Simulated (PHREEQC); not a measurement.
Solution A (0.26 mol/kgw H2SO4) is mixed with solution B (0.041 mol/kgw NaH2PO4 and 0.00031 mol/kgw K2HPO4) at 20 °C; shares are by mass of water, 1 kg in all. Oxygen is held at 0.21 atm. No CO2 enters from the air. Solids allowed: Mirabilite. Others were left out.

The numbers come from PHREEQC with the ion-association model, wateq4f.dat.

| share of solution B | pH | H2PO4- (mol/kgw) | HSO4- (mol/kgw) | H3PO4 (mol/kgw) |
|---|---|---|---|---|
| 0 | 0.64 | 0 | 0.228 | 0 |
| 0.1 | 0.69 | 0.000204 | 0.203 | 0.00393 |
| 0.2 | 0.74 | 0.000452 | (withheld) | (withheld) |
| 0.3 | 0.80 | 0.000762 | (withheld) | 0.0116 |
| 0.4 | 0.87 | 0.00116 | 0.128 | 0.0154 |
| 0.5 | 0.96 | (withheld) | 0.103 | 0.0189 |
| 0.6 | 1.06 | 0.00253 | 0.0789 | 0.0223 |
| 0.7 | 1.21 | 0.00387 | 0.0548 | (withheld) |
| 0.8 | 1.42 | 0.00652 | (withheld) | 0.0265 |
| 0.9 | 1.82 | (withheld) | 0.0103 | 0.0233 |
| 1 | 4.93 | 0.0409 | 0 | 5.47e-5 |

Question: Fill in the missing entries.

Answer: 
- 0.2, HSO4- (mol/kgw): 0.178
- 0.2, H3PO4 (mol/kgw): 0.00781
- 0.3, HSO4- (mol/kgw): 0.153
- 0.5, H2PO4- (mol/kgw): 0.00172
- 0.7, H3PO4 (mol/kgw): 0.0251
- 0.8, HSO4- (mol/kgw): 0.0314
- 0.9, H2PO4- (mol/kgw): 0.0138

Complexes and solids missing from the database can't appear. H3PO4, which wateq4f.dat lacks, is added to it with the constant of phreeqc.dat.
